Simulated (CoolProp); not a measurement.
Vapour pressure (bar) of decamethyltetrasiloxane (MD2M): the reference equation beside estimates from Tc = 599.4 K, pc = 11.44 bar, ω = 0.635. Clausius-Clapeyron is anchored at 485.4 K with a constant enthalpy of vaporisation of 38.12 kJ/mol.

Computed with CoolProp (reference Helmholtz-energy equation of state, Thol 2017).

```json
[
 {"T (K)": "429.5", "reference": "___", "Clausius-Clapeyron": "0.4475", "Redlich-Kwong": "1.215", "Soave-Redlich-Kwong": "0.3614", "Peng-Robinson": "0.3687"},
 {"T (K)": "438.8", "reference": "0.4747", "Clausius-Clapeyron": "0.5611", "Redlich-Kwong": "1.444", "Soave-Redlich-Kwong": "0.4752", "Peng-Robinson": "0.4824"},
 {"T (K)": "448.1", "reference": "0.6149", "Clausius-Clapeyron": "0.6970", "Redlich-Kwong": "1.702", "Soave-Redlich-Kwong": "0.6162", "Peng-Robinson": "0.6226"},
 {"T (K)": "457.5", "reference": "0.7877", "Clausius-Clapeyron": "0.8601", "Redlich-Kwong": "1.994", "Soave-Redlich-Kwong": "0.7906", "Peng-Robinson": "0.7956"},
 {"T (K)": "466.8", "reference": "0.9940", "Clausius-Clapeyron": "1.050", "Redlich-Kwong": "2.317", "Soave-Redlich-Kwong": "0.9994", "Peng-Robinson": "1.002"},
 {"T (K)": "476.1", "reference": "1.240", "Clausius-Clapeyron": "1.272", "Redlich-Kwong": "___", "Soave-Redlich-Kwong": "1.249", "Peng-Robinson": "1.249"},
 {"T (K)": "485.4", "reference": "1.530", "Clausius-Clapeyron": "1.530", "Redlich-Kwong": "3.066", "Soave-Redlich-Kwong": "1.546", "Peng-Robinson": "1.542"},
 {"T (K)": "494.7", "reference": "1.870", "Clausius-Clapeyron": "1.827", "Redlich-Kwong": "3.497", "Soave-Redlich-Kwong": "1.894", "Peng-Robinson": "1.885"},
 {"T (K)": "504", "reference": "2.265", "Clausius-Clapeyron": "2.168", "Redlich-Kwong": "3.968", "Soave-Redlich-Kwong": "2.300", "Peng-Robinson": "2.286"},
 {"T (K)": "513.4", "reference": "2.726", "Clausius-Clapeyron": "2.561", "Redlich-Kwong": "4.485", "Soave-Redlich-Kwong": "2.776", "Peng-Robinson": "2.755"},
 {"T (K)": "522.7", "reference": "3.250", "Clausius-Clapeyron": "3.002", "Redlich-Kwong": "5.040", "Soave-Redlich-Kwong": "3.318", "Peng-Robinson": "3.291"},
 {"T (K)": "532", "reference": "3.848", "Clausius-Clapeyron": "___", "Redlich-Kwong": "5.640", "Soave-Redlich-Kwong": "3.938", "Peng-Robinson": "3.903"}
]
```

Q: Fill in the missing entries.

A: 
- 429.5, reference: 0.3610
- 476.1, Redlich-Kwong: 2.673
- 532, Clausius-Clapeyron: 3.500

Absolute difference from the reference over all 12 rows, mean and median: Clausius-Clapeyron 8.5 and 6.8 %, Redlich-Kwong 120.7 and 108.0 %, Soave-Redlich-Kwong 1.0 and 0.9 %, Peng-Robinson 1.2 and 1.0 %.
